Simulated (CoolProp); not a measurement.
A single-stage vapour-compression cycle with carbonyl sulfide: evaporating at 318.15 K (dew point), condensing at 357.15 K (bubble point), superheat 5 K, subcooling 0 K, compressor efficiency 0.65, no pressure losses. Each further row changes one setting.

Computed with CoolProp (reference Helmholtz-energy equation of state, Lemmon 2006). It is a short technical equation, of lower accuracy than the large ones.

```json
[
 {"case": "as stated", "cooling COP": "3.68", "pressure ratio": "2.15", "discharge temperature (K)": "398.5", "refrigerating effect (kJ/kg)": "160", "volumetric capacity (kJ/m³)": "9300"},
 {"case": "evaporating temperature 323.15 K", "cooling COP": "4.36", "pressure ratio": "[?]", "discharge temperature (K)": "[?]", "refrigerating effect (kJ/kg)": "161", "volumetric capacity (kJ/m³)": "10500"},
 {"case": "condensing temperature 352.15 K", "cooling COP": "4.45", "pressure ratio": "1.96", "discharge temperature (K)": "389.1", "refrigerating effect (kJ/kg)": "170", "volumetric capacity (kJ/m³)": "9860"},
 {"case": "subcooling 5 K", "cooling COP": "3.92", "pressure ratio": "2.15", "discharge temperature (K)": "398.5", "refrigerating effect (kJ/kg)": "171", "volumetric capacity (kJ/m³)": "9910"},
 {"case": "superheat 15 K", "cooling COP": "[?]", "pressure ratio": "2.15", "discharge temperature (K)": "410.6", "refrigerating effect (kJ/kg)": "170", "volumetric capacity (kJ/m³)": "9280"},
 {"case": "compressor efficiency 0.55", "cooling COP": "3.12", "pressure ratio": "2.15", "discharge temperature (K)": "405.8", "refrigerating effect (kJ/kg)": "160", "volumetric capacity (kJ/m³)": "9300"}
]
```

### Question
Fill in the missing entries.

### Answer

- evaporating temperature 323.15 K, pressure ratio: 1.93
- evaporating temperature 323.15 K, discharge temperature (K): 393.0
- superheat 15 K, cooling COP: 3.67
